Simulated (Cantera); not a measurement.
A Cantera script and what it prints.

```python
import numpy as np
import cantera as ct

gas_names = """
    B BF BF2 BF3 BN B2 F F2 N NF NF2 NF3 N2
""".split()
cond_names = """
    B(b) B(L) BN(s)
""".split()


# ... load() reads the species with a 1 bar reference pressure and builds the phases ...
atoms = {
    'BF3': {'B': 1, 'F': 3},
    'N2': {'N': 2},
}
top_T = {'BN(s)': 3200}  # K; cautious upper limits of use, not melting points


# ... equilibrate(T, P, feed) seeds the gas with the atoms and calls Mixture.equilibrate('TP', solver="vcs", rtol=1e-11, max_steps=5000) ...
results = []
feed = {'BF3': 1, 'N2': 36}  # mol
T = 1298.15  # K
P = 69000  # Pa
mix = equilibrate(T, P, feed)
results.append((T, P, feed, dict(zip(mix.species_names, mix.species_moles))))
print(gas.report(threshold=0.0001))
for i in range(1, mix.n_phases):
    print(f"{mix.phase(i).name:16s} {mix.phase_moles(i):12.5e} mol")
```

It prints:

```
       temperature   1298.2 K
          pressure   69000 Pa
           density   0.18596 kg/m^3
  mean mol. weight   29.089 kg/kmol
   phase of matter   gas

                          1 kg             1 kmol
                     ---------------   ---------------
          enthalpy             60818        1.7692e+06  J
   internal energy       -3.1022e+05       -9.0243e+06  J
           entropy            8392.1        2.4412e+05  J/K
    Gibbs function       -1.0833e+07       -3.1514e+08  J
 heat capacity c_p            1211.4             35240  J/K
 heat capacity c_v            925.61             26925  J/K

                      mass frac. Y      mole frac. X     chem. pot. / RT
                     ---------------   ---------------   ---------------
               BF3          0.062998          0.027027           -145.09
                N2             0.937           0.97297           -25.978
     [  +11 minor]        1.4712e-09        1.2623e-09

B(b)              0.00000e+00 mol
BN(s)             0.00000e+00 mol
```

These are equilibrium values from Cantera (NASA tables, ideal gas, pure condensed phases), not measurements of a reactor.
